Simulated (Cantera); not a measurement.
# Premixed flame

A freely propagating, adiabatic, planar premixed flame of 29.6 % H₂, 14.8 % O₂, 55.6 % N₂, equivalence ratio 1.0, unburnt at 598 K and 0.133 bar; mixture-averaged transport, grid criteria slope 0.08 and curve 0.16, no radiation.

Model: the H2/O2 subset of GRI-Mech 3.0, which has no nitrogen chemistry, integrated in Cantera. Burning velocities carry a grid error of a few per cent, more on coarse grids.

```csv
z (mm),T (K),u (m/s),x H₂,x O₂,x O,x H₂O₂,x H,x OH
-19.6,598,5.92,0.296,0.148,<1e-8,<1e-8,<1e-8,<1e-8
-13.1,598,5.92,0.296,0.148,<1e-8,<1e-8,<1e-8,<1e-8
-9.79,598,5.92,0.296,0.148,<1e-8,<1e-8,<1e-8,<1e-8
-6.53,598,5.92,0.296,0.148,<1e-8,<1e-8,1.13e-7,<1e-8
-3.26,603,5.97,0.295,0.148,5.94e-6,4.19e-7,0.000244,1.96e-5
-1.63,713,6.98,0.275,0.145,0.000232,7.66e-7,0.00794,0.000299
0,1105,10.5,0.137,0.0963,0.00786,7.09e-7,0.0667,0.00326
1.63,1380,12.9,0.0501,0.0411,0.0157,8.25e-7,0.0906,0.00833
3.26,1499,14.0,0.0472,0.0353,0.0162,6.37e-7,0.0813,0.0108
6.53,1640,15.1,0.0490,0.0320,0.0153,3.82e-7,0.0674,0.0136
13.1,1796,16.4,0.0495,0.0285,0.0135,2.00e-7,0.0528,0.0164
26.1,1960,17.6,0.0479,0.0248,0.0111,1.06e-7,0.0388,0.0185
52.2,2120,18.8,0.0441,0.0209,0.00830,6.42e-8,0.0266,0.0194
```
x: mole fraction of selected species; z is measured from the peak of heat release.

| Property | Value |
|---|---|
| laminar burning velocity | 592 cm/s |
| thermal thickness | 6.53 mm |
| peak x(O) | 0.0162 |
| peak x(H₂O₂) | 8.91e-7 |
| peak x(H) | 0.0913 |
| peak x(OH) | 0.0194 |
